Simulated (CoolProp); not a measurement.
Properties of n-perfluorohexane at several states.

Computed with CoolProp (reference Helmholtz-energy equation of state, Gao 2022).

```
T (°C)  p (bar)   phase         Z  cv (kJ/(kg K))  speed of sound (m/s)  fugacity coefficient
------  -------  ------  --------  --------------  --------------------  --------------------
-54.35     4.98  liquid   0.04873          0.7279                 725.2             0.0003501
-16.35     33.1  liquid         ?               ?                 640.7                     ?
-10.55    0.136  liquid  0.001185          0.7993                 609.7                     ?
175.75     4.48     gas         ?          0.9886                 96.55                0.9116
86.65      72.8  liquid    0.5352          0.9304                 418.0               0.05179
-14.85     0.21  liquid  0.001848          0.7926                     ?                0.1715
```

**Question.** Some entries are withheld; supply them.

**Answer.** 
- -16.35, Z: 0.2907
- -16.35, cv (kJ/(kg K)): 0.7908
- -16.35, fugacity coefficient: 0.001322
- -10.55, fugacity coefficient: 0.3447
- 175.75, Z: 0.9040
- -14.85, speed of sound (m/s): 621.0
